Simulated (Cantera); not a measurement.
What does this Cantera script print?

```python
import numpy as np
import cantera as ct

gas = ct.Solution("SiF4_NH3_mec.yaml", "gas")
gas.TPX = 2300, 1800, {'NH3': 1, 'H2': 2.3}
inlet = ct.Reservoir(gas, clone=True)

reactor = ct.IdealGasConstPressureReactor(gas, energy="off", clone=False)
exhaust = ct.Reservoir(gas, clone=True)
tau = [20, 6.8, 2.3, 0.77, 0.26, 0.086, 0.029, 0.0098, 0.0033, 0.0011, 0.00037][0]
for a, b in ((inlet, reactor), (reactor, exhaust)):
    ct.MassFlowController(a, b, mdot=lambda t: reactor.mass / tau)
net = ct.ReactorNet([reactor])
show = ['NH3', 'H2', 'H', 'N', 'N2H2']

rows = []
print(f"{'tau/s':>10s}{'T/K':>9s}" + "".join(f"{s:>11s}" for s in show))
for tau in [20, 6.8, 2.3, 0.77, 0.26, 0.086, 0.029, 0.0098, 0.0033, 0.0011, 0.00037]:
    net.initial_time = 0.0
    net.advance(30 * tau)
    before = gas.X
    net.advance(40 * tau)
    drift = np.max(np.abs(gas.X - before) / (gas.X + 1e-9))
    rows.append([gas.T, *gas[show].X, drift])
    print(f"{tau:10.3e}{gas.T:9.1f}" + "".join(f"{x:11.3e}" for x in gas[show].X))
```

Output:

```
     tau/s      T/K        NH3         H2          H          N       N2H2
 2.000e+01   2300.0  4.555e-05  8.311e-01  5.583e-02  4.389e-05  1.485e-09
 6.800e+00   2300.0  2.123e-04  8.504e-01  3.524e-02  4.786e-05  9.817e-09
 2.300e+00   2300.0  6.206e-03  8.724e-01  7.814e-03  1.402e-05  1.455e-07
 7.700e-01   2300.0  2.944e-02  8.615e-01  4.092e-03  9.701e-06  5.591e-07
 2.600e-01   2300.0  7.883e-02  8.320e-01  2.813e-03  9.030e-06  1.559e-06
 8.600e-02   2300.0  1.573e-01  7.840e-01  2.116e-03  8.722e-06  3.368e-06
 2.900e-02   2300.0  2.317e-01  7.383e-01  1.742e-03  8.223e-06  5.141e-06
 9.800e-03   2300.0  2.759e-01  7.112e-01  1.523e-03  7.191e-06  5.678e-06
 3.300e-03   2300.0  2.948e-01  6.999e-01  1.280e-03  4.844e-06  4.277e-06
 1.100e-03   2300.0  3.010e-01  6.968e-01  7.979e-04  1.281e-06  1.294e-06
 3.700e-04   2300.0  3.025e-01  6.968e-01  3.086e-04  7.717e-08  1.148e-07
```

Computed with Cantera and the gas-phase N/H chemistry of the illustrative SiF4/NH3 mechanism in the Surface Chemkin manual (1991). Walls and surfaces, which speed up NH3 decomposition in real reactors, are not modelled.
